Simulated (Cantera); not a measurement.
Cantera run:

```python
import numpy as np
import cantera as ct

gas_names = """
    TiO CO2 CO
""".split()
cond_names = """
    Ti3O5(a) Ti3O5(b) Ti3O5(L)
""".split()


# ... load() reads the species with a 1 bar reference pressure and builds the phases ...
species = {s.name: s for s in load("nasa_gas.yaml", gas_names) + load("nasa_condensed.yaml", cond_names)}
# Each term lists the table entries of one substance; the one whose range holds T is used.
reactions = {
    '3 TiO(g) + 2 CO2(g) = Ti3O5 + 2 CO(g)':
        [(-3, ['TiO']), (-2, ['CO2']), (1, ['Ti3O5(a)', 'Ti3O5(b)', 'Ti3O5(L)']), (2, ['CO'])],
}


def pick(names, T):
    return next(species[n] for n in names if species[n].thermo.min_temp <= T <= species[n].thermo.max_temp)


results = []
for label, terms in reactions.items():
    print(label)
    print("     T/K   dH/kJ  dS/(J/K)   dG/kJ   log10 K")
    for T in [923, 973, 1023, 1073, 1123, 1173, 1223, 1273, 1323]:
        used = [(nu, pick(names, T)) for nu, names in terms]
        dH = sum(nu * s.thermo.h(T) for nu, s in used) / 1e6
        dS = sum(nu * s.thermo.s(T) for nu, s in used) / 1e3
        dG = dH - T * dS / 1e3
        logK = -dG * 1e6 / (ct.gas_constant * T * np.log(10))
        results.append((label, T, dH, dS, dG, logK, [s.name for _, s in used]))
        print(f"{T:8g} {dH:8.1f} {dS:8.1f} {dG:8.1f} {logK:8.2f}")
```

Output:

```
3 TiO(g) + 2 CO2(g) = Ti3O5 + 2 CO(g)
     T/K   dH/kJ  dS/(J/K)   dG/kJ   log10 K
     923  -2012.3   -517.7  -1534.5    86.84
     973  -2009.7   -514.9  -1508.7    80.99
    1023  -2007.0   -512.3  -1483.0    75.72
    1073  -2004.3   -509.6  -1457.4    70.95
    1123  -2001.4   -507.0  -1432.0    66.61
    1173  -1998.4   -504.4  -1406.7    62.64
    1223  -1995.4   -501.9  -1381.6    59.01
    1273  -1992.2   -499.4  -1356.5    55.66
    1323  -1989.0   -496.9  -1331.6    52.57
```

Standard-state values (1 bar) from the NASA 1993 polynomials, evaluated with Cantera. Condensed species are held in their standard states even where they would react or evaporate.
